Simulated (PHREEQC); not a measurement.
A solution holds 0.0037 mol HCl and 0.0019 mol MnSO4 per kg of water, at 25 °C. Closed to the air; pH follows from the charge balance.

The numbers come from PHREEQC with the ion-association model, phreeqc.dat.

Precipitation was switched off in this run.

Order these Mn species by the share of Mn that they hold, largest first: MnSO4, MnCl+, Mn+2.

Mn+2 (89 %), MnSO4 (10.0 %), MnCl+ (0.90 %)

Order these S species by the share of S that they hold, largest first: SO4-2, HSO4-, MnSO4.

SO4-2 (74 %), HSO4- (16 %), MnSO4 (10 %)

The pH is 2.51 and the ionic strength 0.00988 mol/kgw.
